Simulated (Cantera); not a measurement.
Charge: 1 mol SiC, 0.029 mol Si, 0.18 mol H₂, equilibrated at 2.80 bar.

These are equilibrium values from Cantera (NASA tables, ideal gas, pure condensed phases), not measurements of a reactor. Candidate condensed phases: C, C₆H₆, C₇H₈, C₈H₁₈, Si, SiC; 87 gas species. Mutual solubility and eutectic melting of coexisting phases are not modelled. Gases not in the tables: Si₂H₆ and higher silanes. The numbers say what is thermodynamically allowed, not how fast it happens.

x: gas mole fraction; n: condensed amount in mol.

| T (°C) | x H₂ | x H | x Si | x C₂H₂ (acetylene) | x Si₂C | n Si(l) | n SiC(s) |
|---|---|---|---|---|---|---|---|
| 1877 | 0.997 | 0.00252 | 8.02e-5 | 1.63e-5 | 3.95e-6 | 0.0289 | 1.000 |
| 1927 | 0.996 | [?] | [?] | [?] | [?] | 0.0289 | 1.000 |
| 1977 | 0.995 | 0.00443 | 0.000212 | 5.17e-5 | 1.47e-5 | 0.0289 | 1.000 |
| 2027 | 0.993 | 0.00576 | 0.000333 | 8.85e-5 | 2.70e-5 | 0.0289 | 1.000 |
| 2077 | 0.991 | [?] | [?] | [?] | [?] | 0.0288 | 1.000 |
| 2127 | 0.988 | 0.00945 | 0.000777 | 0.000242 | 8.49e-5 | 0.0287 | 1.000 |
| 2177 | 0.985 | 0.0119 | 0.00116 | 0.000388 | 0.000145 | 0.0287 | 1.000 |
| 2227 | 0.981 | 0.0149 | 0.00170 | 0.000609 | 0.000243 | 0.0286 | 1.000 |
| 2277 | 0.975 | 0.0184 | 0.00245 | 0.000937 | 0.000397 | 0.0284 | 1.000 |
| 2327 | 0.969 | 0.0226 | 0.00348 | 0.00142 | 0.000637 | 0.0283 | 0.999 |
| 2377 | 0.961 | 0.0275 | 0.00488 | 0.00210 | 0.00100 | 0.0281 | 0.999 |
| 2427 | 0.951 | 0.0331 | 0.00676 | 0.00307 | 0.00155 | 0.0278 | 0.998 |
| 2477 | 0.938 | 0.0396 | 0.00926 | 0.00440 | 0.00236 | 0.0276 | 0.998 |
| 2527 | 0.922 | 0.0470 | 0.0125 | 0.00621 | 0.00354 | 0.0273 | 0.996 |

Task: Fill in the missing entries.

Result: 
- 1927, x H: 0.00336
- 1927, x Si: 0.000132
- 1927, x C₂H₂ (acetylene): 2.94e-5
- 1927, x Si₂C: 7.73e-6
- 2077, x H: 0.00742
- 2077, x Si: 0.000513
- 2077, x C₂H₂ (acetylene): 0.000148
- 2077, x Si₂C: 4.85e-5
